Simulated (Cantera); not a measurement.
A closed system holds: 1 mol Si, 3.3 mol HCl, 2 mol H₂, at 948.15 K and 21.0 bar.

These are equilibrium values from Cantera (NASA tables, ideal gas, pure condensed phases), not measurements of a reactor. Candidate condensed phases: Si; 19 gas species. The tables' values for SiCl₃ are old estimates; treat these amounts as uncertain. Kinetics and transport are ignored.

Problem. What is the equilibrium state?

Solution. 
```json
{
 "x(H₂)": "0.773",
 "x(SiHCl₃)": "0.111",
 "x(SiCl₄)": "0.0997",
 "x(SiH₂Cl₂)": "0.0126",
 "x(HCl)": "0.00312",
 "x(SiH₃Cl)": "0.000355",
 "x(SiCl₃)": "0.000238",
 "x(SiCl₂)": "1.92e-5",
 "x(SiH₄)": "4.44e-6",
 "n(Si(s))": "0.0291 mol",
 "gas_amount": "4.330 mol"
}
```
